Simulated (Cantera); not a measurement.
A closed system holds: 1 mol Si, 5.5 mol F₂, 0.35 mol N₂, equilibrated at 698.15 K and 0.100 bar.

Method: chemical equilibrium by Gibbs-energy minimisation in Cantera with the NASA 1993 tables (ideal gas, pure condensed phases). Candidate condensed phases: Si, Si₃N₄; 16 gas species. The numbers say what is thermodynamically allowed, not how fast it happens.

Base state: F₂ 0.588, SiF₄ 0.241, NF₃ 0.168, F 0.00337, N₂ 0.000108 (mole fractions); condensed: gas only.

Problem. What changes in the equilibrium state with this change: temperature from 698.15 K to 1223.15 K?

Solution. 
```tsv
species	before	after
F	0.00337	0.687
SiF₄	0.241	0.135
F₂	0.588	0.130
NF₃	0.168	2.50e-5
N₂	0.000108	0.0474
```

Problem. What changes in the equilibrium state with this change: N₂ from 0.35 to 1 mol?

Solution. 
| species | before | after |
|---|---|---|
| NF₃ | 0.168 | 0.499 |
| SiF₄ | 0.241 | 0.272 |
| F₂ | 0.588 | 0.204 |
| N₂ | 0.000108 | 0.0229 |
| F | 0.00337 | 0.00198 |
